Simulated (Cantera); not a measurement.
## Equilibrium for boron, boron nitride and boron oxide: B2O3 + H2O + H2

Feed: 1 mol B2O3, a varied amount of H2O, 0.27 mol H2, at 13.3 mbar.

Equilibrium computed with Cantera from the NASA thermochemical tables; the gas is ideal and each condensed phase is pure. Candidate condensed phases: B, B2O3, B3O3H3, H2O; 23 gas species. Gases not in the tables: H3BO3. Rates play no part.

Problem. Map the stable condensed phases over T = 823, 923, 1023, 1123, 1223, 1323, 1423, 1523, 1623, 1723, 1823 K and n(H2O) in mol = 0.5, 0.94, 1.4, 1.8, 2.2, 2.7, 3.1, 3.5, 4, 4.4, 4.8, 5.2.

Solution. 
```
T in K \ n(H2O) in mol
          0.5 0.94  1.4  1.8  2.2  2.7  3.1  3.5    4  4.4  4.8  5.2
   1823     A    A    A    A    A    A    A    A    A    A    A    A
   1723     B    B    B    A    A    A    A    A    A    A    A    A
   1623     B    B    B    B    B    B    B    A    A    A    A    A
   1523     B    B    B    B    B    B    B    B    B    B    B    B
   1423     B    B    B    B    B    B    B    B    B    B    B    B
   1323     B    B    B    B    B    B    B    B    B    B    B    B
   1223     B    B    B    B    B    B    B    B    B    B    B    B
   1123     B    B    B    B    B    B    B    B    B    B    B    B
   1023     B    B    B    B    B    B    B    B    B    B    B    B
    923     B    B    B    B    B    B    B    B    B    B    B    B
    823     B    B    B    B    B    B    B    B    B    B    B    B
```
A: gas only; B: B2O3.
